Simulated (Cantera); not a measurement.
Cantera run:

```python
import numpy as np
import cantera as ct

gas_names = """
    Br Br2 H HBr HO2 H2 H2O H2O2 O OH O2 O3
""".split()
cond_names = """
    Br2(cr) Br2(L) H2O(s) H2O(L)
""".split()


# ... load() reads the species with a 1 bar reference pressure and builds the phases ...
atoms = {
    'HBr': {'H': 1, 'Br': 1},
    'O2': {'O': 2},
}
top_T = {}  # K; cautious upper limits of use, not melting points


# ... equilibrate(T, P, feed) seeds the gas with the atoms and calls Mixture.equilibrate('TP', solver="vcs", rtol=1e-11, max_steps=5000) ...
results = []
feed = {'HBr': 1, 'O2': 0.028}  # mol
P = 10000  # Pa
for T in [2398, 2448, 2498, 2548, 2598, 2648, 2698, 2748, 2798, 2848, 2898, 2948, 2998]:
    mix = equilibrate(T, P, feed)
    results.append((T, P, feed, dict(zip(mix.species_names, mix.species_moles))))
    x = sorted(zip(gas.X, gas.species_names), reverse=True)
    print(f"T = {T:g} K  P = {P:g} Pa  gas = {mix.phase_moles(0):.4g} mol")
    print("   x: " + "  ".join(f"{s} {v:.3e}" for v, s in x if v > 1e-06))
    print("   condensed (mol): " + ("  ".join(f"{mix.phase(i).name} {mix.phase_moles(i):.4g}"
          for i in range(1, mix.n_phases) if mix.phase_moles(i) > 1e-12) or "none"))
```

It prints:

```
T = 2398 K  P = 10000 Pa  gas = 1.308 mol
   x: Br 4.494e-01  HBr 3.139e-01  H2 1.726e-01  H2O 4.180e-02  H 2.070e-02  OH 9.190e-04  Br2 5.344e-04  O 7.382e-05  O2 7.400e-06
   condensed (mol): none
T = 2448 K  P = 10000 Pa  gas = 1.33 mol
   x: Br 4.676e-01  HBr 2.836e-01  H2 1.796e-01  H2O 4.080e-02  H 2.668e-02  OH 1.182e-03  Br2 4.693e-04  O 1.165e-04  O2 1.092e-05
   condensed (mol): none
T = 2498 K  P = 10000 Pa  gas = 1.351 mol
   x: Br 4.841e-01  HBr 2.552e-01  H2 1.850e-01  H2O 3.973e-02  H 3.390e-02  OH 1.505e-03  Br2 4.111e-04  O 1.815e-04  O2 1.599e-05
   condensed (mol): none
T = 2548 K  P = 10000 Pa  gas = 1.373 mol
   x: Br 4.986e-01  HBr 2.288e-01  H2 1.889e-01  H 4.251e-02  H2O 3.856e-02  OH 1.898e-03  Br2 3.594e-04  O 2.787e-04  O2 2.325e-05
   condensed (mol): none
T = 2598 K  P = 10000 Pa  gas = 1.396 mol
   x: Br 5.113e-01  HBr 2.045e-01  H2 1.912e-01  H 5.264e-02  H2O 3.726e-02  OH 2.369e-03  O 4.222e-04  Br2 3.136e-04  O2 3.351e-05
   condensed (mol): none
T = 2648 K  P = 10000 Pa  gas = 1.419 mol
   x: Br 5.220e-01  H2 1.918e-01  HBr 1.821e-01  H 6.440e-02  H2O 3.581e-02  OH 2.924e-03  O 6.307e-04  Br2 2.731e-04  O2 4.777e-05
   condensed (mol): none
T = 2698 K  P = 10000 Pa  gas = 1.443 mol
   x: Br 5.308e-01  H2 1.907e-01  HBr 1.616e-01  H 7.788e-02  H2O 3.417e-02  OH 3.566e-03  O 9.284e-04  Br2 2.375e-04  O2 6.721e-05
   condensed (mol): none
T = 2748 K  P = 10000 Pa  gas = 1.468 mol
   x: Br 5.377e-01  H2 1.880e-01  HBr 1.430e-01  H 9.312e-02  H2O 3.232e-02  OH 4.290e-03  O 1.345e-03  Br2 2.062e-04  O2 9.307e-05
   condensed (mol): none
T = 2798 K  P = 10000 Pa  gas = 1.495 mol
   x: Br 5.427e-01  H2 1.837e-01  HBr 1.260e-01  H 1.101e-01  H2O 3.021e-02  OH 5.082e-03  O 1.915e-03  Br2 1.788e-04  O2 1.264e-04
   condensed (mol): none
T = 2848 K  P = 10000 Pa  gas = 1.522 mol
   x: Br 5.459e-01  H2 1.779e-01  H 1.288e-01  HBr 1.106e-01  H2O 2.785e-02  OH 5.917e-03  O 2.676e-03  O2 1.676e-04  Br2 1.548e-04
   condensed (mol): none
T = 2898 K  P = 10000 Pa  gas = 1.552 mol
   x: Br 5.474e-01  H2 1.706e-01  H 1.492e-01  HBr 9.676e-02  H2O 2.524e-02  OH 6.752e-03  O 3.662e-03  O2 2.158e-04  Br2 1.339e-04
   condensed (mol): none
T = 2948 K  P = 10000 Pa  gas = 1.582 mol
   x: Br 5.474e-01  H 1.709e-01  H2 1.622e-01  HBr 8.431e-02  H2O 2.242e-02  OH 7.533e-03  O 4.896e-03  O2 2.688e-04  Br2 1.157e-04
   condensed (mol): none
T = 2998 K  P = 10000 Pa  gas = 1.615 mol
   x: Br 5.459e-01  H 1.938e-01  H2 1.526e-01  HBr 7.318e-02  H2O 1.946e-02  OH 8.197e-03  O 6.383e-03  O2 3.222e-04  Br2 1.000e-04
   condensed (mol): none
```

Cantera equilibrium calculation (NASA polynomials, part measured and part estimated; ideal gas, pure solids and liquids).
